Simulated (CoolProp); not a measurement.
Aqueous potassium formate as a coolant, 27 % by mass, freezing at -17.9 °C, 1 atm.

Model: Melinder's fits for secondary coolants, in CoolProp.

```csv
T (°C),density (kg/m³),viscosity (mPa s),cp (kJ/(kg K)),Prandtl number
-12.4,1179,3.76,3.179,23.6
-6.9,1178,3.12,3.188,19.4
-1.5,1176,2.65,3.197,16.3
3.9,1175,2.28,3.206,13.9
9.4,1173,1.98,3.215,11.9
14.8,1171,1.75,3.224,10.4
20.2,1169,1.55,3.233,9.18
25.7,1167,1.39,3.242,8.15
31.1,1165,1.26,3.251,7.31
```
